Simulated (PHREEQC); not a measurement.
Dissolve 0.05 mol CaCl2 and 0.00023 mol CO2 per kg of water at 60 °C. Closed to the air; pH follows from the charge balance.

Model: Pitzer model, pitzer.dat, run in PHREEQC.

Question: The ionic strength comes out as 0.150 mol/kgw. What activity coefficients do HCO3-, Cl-, Ca+2, H+ get?

Answer: HCO3- 0.81, Cl- 0.73, Ca+2 0.31, H+ 0.76. Single-ion values are on the MacInnes scale.

Precipitation was switched off in this run. Complexes and solids missing from the database can't appear. Constants without temperature data keep their 25 °C values here.
